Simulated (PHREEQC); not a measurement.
A solution holds 0.015 mol K2HPO4 per kg of water, at 25 °C. Closed to the air; pH follows from the charge balance.

All values are PHREEQC results (ion-association model, phreeqc.dat), not measurements.

No solid was allowed to form.

Q: What pH, ionic strength, specific conductance does the model give?

A: pH 9.32; ionic strength 0.0442 mol/kgw; specific conductance 3080 µS/cm.

Q: In which forms is P present?

A: HPO4-2 97 %, KHPO4- 2.6 % of the P.
